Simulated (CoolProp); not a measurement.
R143a at 293.15 K and 0.163 MPa flows at 0.42 m/s in a round tube of 2 mm bore and 1.5 µm roughness, fully developed (64/Re and Nu = 3.66 if laminar; Colebrook and Gnielinski if turbulent). Each further row changes one setting.

Computed with CoolProp (reference Helmholtz-energy equation of state, Lemmon and Jacobsen 2000).

```csv
case,Reynolds number,Darcy friction factor,pressure drop (Pa/m),heat-transfer coefficient (W/(m² K)),mass flow (kg/h)
as stated,444,0.144,36.8,26.5,0.0275
velocity 0.84 m/s,889,0.0720,73.5,26.5,0.0550
diameter 4 mm,889,0.0720,9.19,13.2,0.110
```

Viscosity comes from a separate model (Klein 1997), an estimate that may be off by 10 % or more. Thermal conductivity comes from a separate model (McLinden 2000), an estimate that may be off by 10 % or more.
